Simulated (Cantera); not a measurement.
Mixture: 2.18 % C₃H₈, 20.5 % O₂, 77.3 % N₂, at 2.10 bar, adiabatic and at constant volume. Ignition delay is the time to a rise of 400 K.

Computed with Cantera and GRI-Mech 3.0 (53 species, 325 reactions). GRI-Mech 3.0 was tuned for natural gas; its chemistry of propane as a main component is partial and can be far from experiment.

Task: Predict: delay at 1098 K; delay at 1198 K; delay at 1298 K; delay at 1398 K; delay at 1498 K; apparent activation energy between 1448 and 1548 K.

Result: 
* **delay at 1098 K**: 32.7 ms
* **delay at 1198 K**: 3.97 ms
* **delay at 1298 K**: 0.621 ms
* **delay at 1398 K**: 0.139 ms
* **delay at 1498 K**: 43.9 µs
* **apparent activation energy between 1448 and 1548 K**: 180 kJ/mol
